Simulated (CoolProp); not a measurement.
Vapour-liquid equilibrium of nitrogen (1) + carbon monoxide (2) at -161.35 °C; x and y are mole fractions of (1).

Model: multi-fluid Helmholtz-energy mixture model, Span 2000 and Lemmon 2006; pair parameters Gernert 2013, in CoolProp.

| x | bubble pressure, mixture model (bar) | bubble pressure, Raoult's law (bar) | y, mixture model | y, Raoult's law |
|---|---|---|---|---|
| 0.05 | 12.13 | 12.11 | 0.063 | 0.067 |
| 0.15 | 12.61 | 12.54 | 0.184 | 0.194 |
| 0.25 | 13.10 | 12.98 | 0.298 | 0.313 |
| 0.35 | 13.57 | 13.41 | 0.404 | 0.424 |
| 0.45 | 14.04 | 13.85 | 0.505 | 0.528 |
| 0.55 | 14.48 | 14.29 | 0.601 | 0.625 |
| 0.65 | 14.92 | 14.72 | 0.693 | 0.717 |
| 0.75 | 15.33 | 15.16 | 0.782 | 0.804 |
| 0.85 | 15.71 | 15.59 | 0.870 | 0.886 |
| 0.95 | 16.08 | 16.03 | 0.956 | 0.963 |

The largest gap from Raoult's law is +1.3 % in bubble pressure, at x = 0.55. No azeotrope shows between x = 0.05 and 0.95.

Pair parameters are fitted to limited data, so mixtures are less certain than the pure fluids.
